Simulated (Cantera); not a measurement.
**Diamond growth**

A diamond (100) surface in a fixed gas of H2 with x(CH4) = 0.006, x(H) = 0.00058, x(CH3) = 4.4e-05, at 1325 K; coverages are run to steady state.

Cantera simulation using the Harris–Goodwin 1993 mechanism for the reconstructed diamond (100) surface; the numbers are that mechanism's predictions, not measurements.

```csv
P (Pa),growth (µm/h),θ c6HH,θ c6H*,θ c6*H,θ c6**,θ c6HM
1400,0.0181,0.455,0.0464,0.476,0.0222,1.16e-5
2000,0.0319,0.455,0.0464,0.476,0.0221,1.69e-5
2900,0.0559,0.455,0.0464,0.476,0.0221,2.52e-5
4200,0.0951,0.455,0.0464,0.476,0.0221,3.74e-5
6000,0.155,0.455,0.0464,0.476,0.0221,5.45e-5
8600,0.249,0.455,0.0464,0.476,0.0221,7.93e-5
12000,0.383,0.455,0.0464,0.476,0.0220,0.000112
18000,0.645,0.455,0.0464,0.476,0.0220,0.000169
```
θ: site fractions in the mechanism's names (c6HH fully hydrogenated, c6H* and c6*H radical sites, c6** diradical, c6HM methylated).
